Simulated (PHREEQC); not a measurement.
4.4 g of hydrous ferric oxide (600 m²/g; 0.2 weak and 0.005 strong sites per Fe, Dzombak-Morel constants, diffuse double layer) in 1 kg of water with 0.001 mol/kgw of an inert sodium salt and 0.00066 mol/kgw CaCl2, at 25 °C; the pH is set by adding NaOH or the inert anion's acid. O2 is buffered at 0.21 atm. CO2 from the air is kept out. Nothing may precipitate in this run.

Computed with PHREEQC (ion-association model, wateq4f.dat).

### Question
Predict Ca sorbed (%) at pH = 7, 8.

### Answer
```
pH  Ca sorbed (%)
--  -------------
7             7.9
8            55.4
```
